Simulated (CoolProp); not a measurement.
A single-stage vapour-compression cycle with dimethyl ether: evaporating at 317.15 K (dew point), condensing at 380.15 K (bubble point), superheat 0 K, subcooling 2 K, compressor efficiency 0.9, no pressure losses. Each further row changes one setting.

Computed with CoolProp (reference Helmholtz-energy equation of state, Wu 2011).

```
case                              cooling COP  pressure ratio  discharge temperature (K)  refrigerating effect (kJ/kg)  volumetric capacity (kJ/m³)
--------------------------------  -----------  --------------  -------------------------  ----------------------------  ---------------------------
as stated                                   ?            3.79                      393.8                           193                         3990
evaporating temperature 322.15 K            ?            3.35                          ?                           197                         4620
condensing temperature 375.15 K          3.20               ?                          ?                           210                         4340
subcooling 7 K                           3.01            3.79                      393.8                           211                         4370
superheat 10 K                           2.83            3.79                      402.4                           212                         4140
compressor efficiency 0.8                2.44            3.79                          ?                           193                         3990
```

Question: Some entries are withheld; supply them.

Answer: 
- as stated, cooling COP: 2.75
- evaporating temperature 322.15 K, cooling COP: 3.12
- evaporating temperature 322.15 K, discharge temperature (K): 392.8
- condensing temperature 375.15 K, pressure ratio: 3.46
- condensing temperature 375.15 K, discharge temperature (K): 387.7
- compressor efficiency 0.8, discharge temperature (K): 396.9
